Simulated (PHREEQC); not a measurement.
Consider water at 10 °C with 0.074 mol/kgw HF, 0.00081 mol/kgw NH4F, 0.00032 mol/kgw H4SiO4 and 0.029 mol/kgw H2SO4. Closed to the air; pH follows from the charge balance.

All values are PHREEQC results (ion-association model, phreeqc.dat), not measurements.

```json
[
 {"quantity": "pH", "before": "1.43", "after": "1.68"},
 {"quantity": "ionic strength (mol/kgw)", "before": "0.0560", "after": "0.0319"},
 {"quantity": "HF2- (mol/kgw)", "before": "0.000478", "after": "0.000194"},
 {"quantity": "SI of Quartz (SiO2)", "before": "-8.03", "after": "-6.89"}
]
```

### Question
Name the change that produced these shifts.
A) temperature from 10 to 20 °C
B) NH4F left out
C) NH4F from 0.00081 to 0.00121 mol/kgw
D) H2SO4 left out
E) diluted 2-fold with water

### Answer
E, diluted 2-fold with water

This is a speciation only: nothing precipitates in the calculation. At this temperature some constants are extrapolated from 25 °C, and those without enthalpy data are left unchanged. SiF6-2 is the database's only silicon fluoride.
